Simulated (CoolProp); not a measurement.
Vapour-liquid equilibrium of carbon dioxide (1) + R143a (2) at 1030 kPa; x and y are mole fractions of (1).

Computed with CoolProp (multi-fluid Helmholtz-energy mixture model, Span 1996 and Lemmon and Jacobsen 2000; pair parameters Bell 2016).

Problem. Give the bubble temperature and the first vapour's composition at x = 0.05, 0.2, 0.65. Is there an azeotrope?

Solution. x = 0.05: 285.4 K, y = 0.149; x = 0.2: 270.1 K, y = 0.518; x = 0.65: 243.0 K, y = 0.906. No azeotrope shows between x = 0.05 and 0.95.

The pair parameters rest on a limited set of measurements; away from them the model extrapolates. The gap from Raoult's law changes sign with composition, which may be real or a fault of the pair parameters; it wasn't checked against measurements.
